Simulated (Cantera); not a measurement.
An isothermal, constant-pressure homogeneous reactor starts with CH4 : H2 : N2 = 0.027 : 1 : 0.015 (molar parts), at 2450 K and 12.8 Torr. Integrator tolerance rtol = 1e-08.

Cantera simulation using GRI-Mech 3.0 (53 species, 325 reactions); the numbers are that mechanism's predictions, not measurements. GRI-Mech 3.0 stops at C3 and has no aromatics, soot or wall deposition, so with more carbon than oxygen in the feed, carbon stays in small species such as C2H2 where larger ones or solid carbon would form. Radical loss at walls, strong at low pressure, is not modelled.

Problem. What does this change do: CH4 0.027 to 0.25 parts?

Solution. 
```tsv
quantity	before	after
x(CH4) at 7.00 s	2.24e-6 (gas-phase equilibrium 2.02e-6)	5.41e-6 (gas-phase equilibrium 5.35e-6)
x(H2) at 7.00 s	0.833 (gas-phase equilibrium 0.833)	0.777 (gas-phase equilibrium 0.777)
x(CH3) at 7.00 s	6.88e-6 (gas-phase equilibrium 6.20e-6)	1.72e-5 (gas-phase equilibrium 1.70e-5)
x(HCN) at 7.00 s	0.000694 (gas-phase equilibrium 0.00715)	0.00141 (gas-phase equilibrium 0.0121)
x(C2H4) at 7.00 s	1.38e-7 (gas-phase equilibrium 9.87e-8)	8.62e-7 (gas-phase equilibrium 8.01e-7)
x(C2H2) at 7.00 s	0.0113 (gas-phase equilibrium 0.00803)	0.0752 (gas-phase equilibrium 0.0699)
x(CH2) at 7.00 s	1.86e-6 (gas-phase equilibrium 1.68e-6)	4.83e-6 (gas-phase equilibrium 4.78e-6)
```
